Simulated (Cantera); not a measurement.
Mixture: C₃H₈ : O₂ : N₂ = 1 : 10.2 : 39.8 (molar parts), at 8.10 bar, adiabatic and at constant volume. Ignition delay is the time to a rise of 400 K.

Model: GRI-Mech 3.0 (53 species, 325 reactions), integrated in Cantera. GRI-Mech 3.0 was tuned for natural gas; its chemistry of propane as a main component is partial and can be far from experiment.

Question: What does this change do: pressure from 8.10 bar to 1.70 bar?

Answer: 
| quantity | before | after |
|---|---|---|
| delay at 1050 K | 28.4 ms | 0.111 s |
| delay at 1250 K | 0.701 ms | 1.62 ms |
| delay at 1450 K | 36.6 µs | 83.2 µs |
| delay at 1650 K | 5.61 µs | 15.7 µs |
| delay at 1850 K | 1.86 µs | 6.22 µs |
| apparent activation energy between 1650 and 1850 K | 140 kJ/mol | 120 kJ/mol |

Question: What does this change do: pressure from 8.10 bar to 1.01 bar?

Answer: 
```tsv
quantity	before	after
delay at 1050 K	28.4 ms	0.160 s
delay at 1250 K	0.701 ms	2.06 ms
delay at 1450 K	36.6 µs	0.111 ms
delay at 1650 K	5.61 µs	22.9 µs
delay at 1850 K	1.86 µs	9.57 µs
apparent activation energy between 1650 and 1850 K	140 kJ/mol	110 kJ/mol
```
